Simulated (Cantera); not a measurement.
**B2H6 + H2O + H2 (boron, boron nitride and boron oxide)**

Feed: 1 mol B2H6, 2.5 mol H2O, 21 mol H2, at 10000 Pa.

These are equilibrium values from Cantera (NASA tables, ideal gas, pure condensed phases), not measurements of a reactor. Candidate condensed phases: B, B2O3, B3O3H3, H2O; 23 gas species. The feed counts by its element totals alone. Mutual solubility and eutectic melting of coexisting phases are not modelled. The tables' values for BH2 are old estimates; treat these amounts as uncertain. Kinetics and transport are ignored.

```
T (K)   x H2     x HBO    x B2O2    x B2O3  x B3O3H3  n B(s)  n B2O3(l)
-----  -----  --------  --------  --------  --------  ------  ---------
823    0.999   1.23e-8    <1e-12    <1e-12   0.00142   0.296      0.796
923    0.998   3.50e-7  1.23e-11    <1e-12   0.00173   0.287      0.787
1023   0.998   5.08e-6   1.32e-9  9.82e-11   0.00196   0.281      0.781
1123   0.998   4.50e-5   6.00e-8   6.19e-9   0.00210   0.277      0.777
1223   0.998  0.000275   1.43e-6   1.92e-7   0.00217   0.273      0.773
1323   0.996   0.00127   2.08e-5   3.48e-6   0.00220   0.264      0.763
1423   0.993   0.00467  0.000204   4.10e-5   0.00218   0.231      0.728
1523   0.981    0.0143   0.00146  0.000345   0.00211   0.126      0.607
1623   0.963    0.0276   0.00433   0.00220  0.000777       0      0.394
```
x: gas mole fraction; n: condensed amount in mol.

From 823 K to 1523 K the condensed part is B(s) + B2O3(l). At 1623 K the condensed part is B2O3(l). The main B-bearing gas is B3O3H3 at 823 K and HBO at 1623 K. The share of B in condensed phases is highest at 823 K (94.4 %) and lowest at 1623 K (39.4 %).
